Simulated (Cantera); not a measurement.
Charge: 1 mol SiH4, 0.22 mol C2H4, 200 mol H2, held at 3.38 Torr.

Method: chemical equilibrium by Gibbs-energy minimisation in Cantera with the NASA 1993 tables (ideal gas, pure condensed phases). Candidate condensed phases: C, C6H6, C7H8, C8H18, Si, SiC; 87 gas species. Mutual solubility and eutectic melting of coexisting phases are not modelled. Gases not in the tables: Si2H6 and higher silanes. Equilibrium is a limit: real reactors are often held back by kinetics, nucleation or transport.

Q: What share of the Si ends up in condensed phases as a function of T (K), at 1698, 1773, 1848, 1923, 1998, 2073, 2148, 2223, 2298, 2373, 2448, 2523, 2598, 2673?

A: 
```
T (K)  Si condensed (%)              as
-----  ----------------  --------------
1698               96.4  Si(l) + SiC(s)
1773               88.8  Si(l) + SiC(s)
1848               67.6  Si(l) + SiC(s)
1923               42.9          SiC(s)
1998               41.2          SiC(s)
2073               27.1          SiC(s)
2148                0.0               -
2223                0.0               -
2298                0.0               -
2373                0.0               -
2448                0.0               -
2523                0.0               -
2598                0.0               -
2673                0.0               -
```
